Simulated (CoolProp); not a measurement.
Values from CoolProp's reference Helmholtz-energy equation of state, de Reuck 1993.

Question: Give the vapour pressure (MPa), liquid cp (kJ/(kg K)), surface tension (mN/m), vapour viscosity (µPa s) of saturated methanol at 444.3 K.

Answer: 
```
T (K)  p (MPa)  liquid cp (kJ/(kg K))  surface tension (mN/m)  vapour viscosity (µPa s)
-----  -------  ---------------------  ----------------------  ------------------------
444.3     2.25                   4.26                    8.00                      13.7
```

Viscosity comes from a separate model (Xiang 2006). Surface tension comes from a separate correlation (Mulero 2012).
